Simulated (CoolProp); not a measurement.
Vapour-liquid equilibrium of cyclohexane (1) + dimethyl carbonate (2) at 286.4 K; x and y are mole fractions of (1).

Model: multi-fluid Helmholtz-energy mixture model, Zhou 2014 and Zhou 2011; pair parameters Bell 2016, in CoolProp.

Problem. Give the bubble pressure and the first vapour's composition at x = 0.5, 0.65, 0.95. Is there an azeotrope?

Solution. x = 0.5: 9.459 kPa, y = 0.667; x = 0.65: 9.459 kPa, y = 0.668; x = 0.95: 8.408 kPa, y = 0.849. y crosses x between x = 0.65 and 0.8: the model has an azeotrope there.

Pair parameters are fitted to limited data, so mixtures are less certain than the pure fluids. With so large a gap from Raoult's law the liquid may split in two, which this calculation doesn't test in full.
